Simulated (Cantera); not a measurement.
A closed system holds: 1 mol SiCl4, 4.8 mol HCl, a varied amount of H2, 2.4 mol Cl2, at 973 K and 670000 Pa.

Equilibrium computed with Cantera from the NASA thermochemical tables; the gas is ideal and each condensed phase is pure. Candidate condensed phases: Si; 19 gas species. Equilibrium is a limit: real reactors are often held back by kinetics, nucleation or transport.

x: gas mole fraction; nothing condenses.

```
n(H2) (mol)  x HCl      x H2     x Cl2  x SiCl4  x SiHCl3
-----------  -----  --------  --------  -------  --------
1            0.739  5.66e-11     0.152    0.109    <1e-12
1.3          0.779  8.26e-11     0.116    0.105    <1e-12
1.6          0.816  1.29e-10    0.0816    0.102    <1e-12
1.9          0.851  2.31e-10    0.0495   0.0990    <1e-12
2.2          0.885  6.41e-10    0.0192   0.0962    <1e-12
2.4          0.906   3.64e-6   3.55e-6   0.0943         …
2.7          0.881    0.0275  4.44e-10   0.0917         …
3            0.857    0.0535  2.16e-10   0.0893         …
3.3          0.835    0.0782  1.40e-10   0.0869         …
3.6          0.814     0.102  1.03e-10   0.0847         …
3.8          0.800     0.117  8.65e-11   0.0833         …
4.1          0.781     0.138  6.95e-11   0.0812         …
4.4          0.762     0.159  5.77e-11   0.0793         …
```

Question: Fill in the missing entries.

Answer: 
- 2.4, x SiHCl3: 2.13e-9
- 2.7, x SiHCl3: 1.61e-5
- 3, x SiHCl3: 3.13e-5
- 3.3, x SiHCl3: 4.58e-5
- 3.6, x SiHCl3: 5.94e-5
- 3.8, x SiHCl3: 6.82e-5
- 4.1, x SiHCl3: 8.08e-5
- 4.4, x SiHCl3: 9.27e-5
